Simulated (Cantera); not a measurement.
## Ignition delay

Mixture: 6.58 % CH4, 4.15 % H2, 18.8 % O2, 70.4 % N2, at 9.87 atm, adiabatic and at constant volume. Ignition delay is the time to a rise of 400 K.

Detailed kinetics in Cantera: GRI-Mech 3.0 (53 species, 325 reactions).

```csv
T0 (K),delay (ms)
1148,0.587
1198,0.285
1248,0.163
1298,0.104
1348,0.0710
1398,0.0501
1448,0.0362
1498,0.0266
1548,0.0198
1598,0.0150
```

```json
{
  "apparent activation energy between 1498 and 1598 K": "110 kJ/mol"
}
```
